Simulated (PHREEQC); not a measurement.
1 kg of water holding 0.16 mol KOH and 0.31 mol NaCl meets 20 L of dry gas (CH4 1 by moles) at fixed total pressure, at 5 atm; fugacities by Peng-Robinson. The gases take part in no redox reaction, some water evaporates into the gas, and hydrates or a liquid gas phase aren't modelled. Nothing may precipitate in this run.

Computed with PHREEQC (ion-association model, phreeqc.dat).

```csv
T (°C),dissolved CH4 (mol/kgw),φ of CH4
10,0.0103,0.987
20,0.00776,0.988
30,0.00627,0.989
40,0.00534,0.991
50,0.00474,0.992
60,0.00435,0.992
70,0.00408,0.993
80,0.00388,0.994
90,0.00371,0.995
```

Complexes and solids missing from the database can't appear. At this temperature some constants are extrapolated from 25 °C, and those without enthalpy data are left unchanged.
